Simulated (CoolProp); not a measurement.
Properties of R404A along the isobar 4.33 MPa (Tc = 72.1 °C, pc = 3.735 MPa, ω = 0.293).

Model: reference Helmholtz-energy equation of state, Lemmon 2003, in CoolProp. It is a pseudo-pure fit of the blend.

```
T (°C)          phase  cp (kJ/(kg K))  cv (kJ/(kg K))  Joule-Thomson coefficient (K/MPa)  isothermal compressibility (1/MPa)  Prandtl number  fugacity coefficient
------  -------------  --------------  --------------  ---------------------------------  ----------------------------------  --------------  --------------------
21.65          liquid           1.439          0.9123                            0.07650                            0.007416            2.89                0.2399
32.15          liquid           1.502          0.9290                             0.2260                             0.01005            2.76                0.3001
42.65          liquid           1.590          0.9475                             0.4505                             0.01454            2.68                0.3668
53.05          liquid           1.728          0.9690                             0.8192                             0.02330            2.68                0.4379
63.55          liquid           2.007          0.9981                              1.563                             0.04650            2.84                0.5130
74.05   supercritical           3.200           1.059                              4.042                              0.1967            4.01                0.5878
84.55   supercritical           3.530           1.099                              12.60                              0.8420            3.09                0.6469
94.95   supercritical           1.955           1.039                              11.19                              0.4914            1.59                0.6851
105.45  supercritical           1.609           1.021                              9.780                              0.3998            1.26                0.7166
115.95  supercritical           1.460           1.017                              8.666                              0.3554            1.12                0.7437
126.35  supercritical           1.381           1.020                              7.774                              0.3287            1.04                0.7672
136.85  supercritical           1.334           1.025                              7.031                              0.3105           0.991                0.7883
147.35  supercritical           1.304           1.032                              6.404                              0.2972           0.957                0.8071
157.85  supercritical           1.285           1.041                              5.867                              0.2871           0.933                0.8240
```

The peak of cp marks the crossing from liquid-like to gas-like fluid above the critical point.

Viscosity comes from a separate model (Geller 2000). Thermal conductivity comes from a separate model (Geller 2001).
